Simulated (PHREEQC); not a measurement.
Consider water at 80 °C and 300 atm with 0.34 mmol/kgw PbCl2, 31 mmol/kgw KNO3 and 16 mmol/kgw Cu(NO3)2. Closed to the air; pH follows from the charge balance.

Model: ion-association model, phreeqc.dat, run in PHREEQC.

**Question.** The ionic strength comes out as 0.0796 mol/kgw. What activity coefficients do NO3-, Pb+2, Cu2(OH)2+2, PbNO3+, Cl- get?

**Answer.** NO3- 0.75, Pb+2 0.36, Cu2(OH)2+2 0.36, PbNO3+ 0.78, Cl- 0.77.

This is a speciation only: nothing precipitates in the calculation. Under pressure, the constants of complexes without a molar volume in the database are unreliable. Constants without temperature data keep their 25 °C values here.
